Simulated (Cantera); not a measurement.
Reactions in the system C-H-N

Cantera with NASA thermochemical tables; ideal gases at 1 bar, condensed phases pure. Values are per mole of reaction as written; species without (g) are pure solids or liquids, kept so even where they would boil at 1 bar.

2 NH3(g) + C6H6(g) = N2(g) + 3 C2H4(g)

| T (K) | ΔH° (kJ) | ΔS° (J/K) | ΔG° (kJ) | log10 K |
|---|---|---|---|---|
| 700 | 164.7 | 191.9 | 30.4 | -2.27 |
| 750 | 164.3 | 191.3 | 20.8 | -1.45 |
| 800 | 163.8 | 190.7 | 11.3 | -0.74 |
| 850 | 163.4 | 190.2 | 1.7 | -0.11 |
| 900 | 162.9 | 189.7 | -7.8 | 0.45 |
| 950 | 162.5 | 189.2 | -17.2 | 0.95 |
| 1000 | 162.0 | 188.7 | -26.7 | 1.39 |
| 1050 | 161.6 | 188.3 | -36.1 | 1.80 |
| 1100 | 161.1 | 187.9 | -45.5 | 2.16 |
| 1150 | 160.7 | 187.5 | -54.9 | 2.49 |

3 CH4(g) = C3H8(g) + 2 H2(g)

| T (K) | ΔH° (kJ) | ΔS° (J/K) | ΔG° (kJ) | log10 K |
|---|---|---|---|---|
| 700 | 130.9 | -2.5 | 132.6 | -9.90 |
| 750 | 132.2 | -0.7 | 132.7 | -9.24 |
| 800 | 133.3 | 0.8 | 132.7 | -8.66 |
| 850 | 134.4 | 2.0 | 132.6 | -8.15 |
| 900 | 135.3 | 3.1 | 132.5 | -7.69 |
| 950 | 136.2 | 4.1 | 132.3 | -7.28 |
| 1000 | 137.0 | 4.9 | 132.1 | -6.90 |
| 1050 | 137.6 | 5.5 | 131.8 | -6.56 |
| 1100 | 138.2 | 6.1 | 131.6 | -6.25 |
| 1150 | 138.7 | 6.5 | 131.2 | -5.96 |

2 C2H6(g) = C + 3 CH4(g)

| T (K) | ΔH° (kJ) | ΔS° (J/K) | ΔG° (kJ) | log10 K |
|---|---|---|---|---|
| 700 | -56.1 | 107.4 | -131.2 | 9.79 |
| 750 | -56.3 | 107.1 | -136.6 | 9.51 |
| 800 | -56.5 | 106.8 | -142.0 | 9.27 |
| 850 | -56.7 | 106.6 | -147.3 | 9.05 |
| 900 | -56.9 | 106.4 | -152.6 | 8.86 |
| 950 | -57.0 | 106.2 | -157.9 | 8.68 |
| 1000 | -57.2 | 106.1 | -163.2 | 8.53 |
| 1050 | -57.3 | 106.0 | -168.5 | 8.38 |
| 1100 | -57.4 | 105.9 | -173.8 | 8.25 |
| 1150 | -57.5 | 105.8 | -179.1 | 8.14 |

3 C2H4(g) = C6H6(g) + 3 H2(g)

| T (K) | ΔH° (kJ) | ΔS° (J/K) | ΔG° (kJ) | log10 K |
|---|---|---|---|---|
| 700 | -59.4 | 36.3 | -84.8 | 6.32 |
| 750 | -57.9 | 38.3 | -86.6 | 6.03 |
| 800 | -56.5 | 40.1 | -88.6 | 5.78 |
| 850 | -55.2 | 41.7 | -90.6 | 5.57 |
| 900 | -53.9 | 43.1 | -92.8 | 5.38 |
| 950 | -52.8 | 44.4 | -95.0 | 5.22 |
| 1000 | -51.8 | 45.4 | -97.2 | 5.08 |
| 1050 | -50.8 | 46.4 | -99.5 | 4.95 |
| 1100 | -49.9 | 47.2 | -101.8 | 4.84 |
| 1150 | -49.1 | 47.9 | -104.2 | 4.73 |
